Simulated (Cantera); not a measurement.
A perfectly stirred reactor is fed with 14.7 % CH4, 1.00 % H2, 18.7 % O2, 65.6 % N2, equivalence ratio 1.6, at 120000 Pa; it is adiabatic with a 500 K inlet, and is followed from long to short residence time, starting on the burning branch (τ in s: 0.21, 0.083, 0.033, 0.013, 0.0054, 0.0022, 0.00088, 0.00036, 0.00014, 5.8e-05, 2.3e-05, 9.4e-06).

Computed with Cantera and GRI-Mech 3.0 (53 species, 325 reactions).

One state of this run: T (K) = 2035; x CH4 = 0.00156; x H2 = 0.0980; x O2 = 0.000323; x CH2O = 7.00e-6; x NO = 8.78e-5; x CH3 = 0.000268; x OH = 0.000171. x: mole fraction; the columns are a selection and need not sum to one.

Q: Which value of τ (s) does it belong to?
(A) 0.033
(B) 2.3e-5
(C) 9.4e-6
(D) 0.00088

A: A, 0.033
